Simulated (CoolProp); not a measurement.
Properties of R123 along the isobar 5210 kPa.

Values from CoolProp's reference Helmholtz-energy equation of state, Younglove 1994. It is a modified Benedict-Webb-Rubin equation, recast in Helmholtz form.

```tsv
T (°C)	phase	density (kg/m³)	cp (kJ/(kg K))	cv (kJ/(kg K))	isothermal compressibility (1/MPa)	expansivity (1/kK)
-97.35	liquid	1754	0.9248	0.6391	0.0005695	1.274
-60.55	liquid	1673	0.9289	0.6457	0.0007644	___
-23.65	liquid	1591	___	0.6689	0.001080	1.414
13.15	liquid	1507	___	0.6990	0.001580	___
49.95	liquid	1416	1.037	0.7301	0.002417	1.804
86.85	liquid	1317	1.085	___	___	2.170
123.65	liquid	1202	1.154	___	0.007505	2.863
160.45	liquid	1053	1.297	0.8304	0.01934	___
```

Problem. Complete the blanks.

Solution. 
- -60.55, expansivity (1/kK): 1.305
- -23.65, cp (kJ/(kg K)): 0.9593
- 13.15, cp (kJ/(kg K)): 0.9971
- 13.15, expansivity (1/kK): 1.574
- 86.85, cv (kJ/(kg K)): 0.7612
- 86.85, isothermal compressibility (1/MPa): 0.003980
- 123.65, cv (kJ/(kg K)): 0.7933
- 160.45, expansivity (1/kK): 4.680
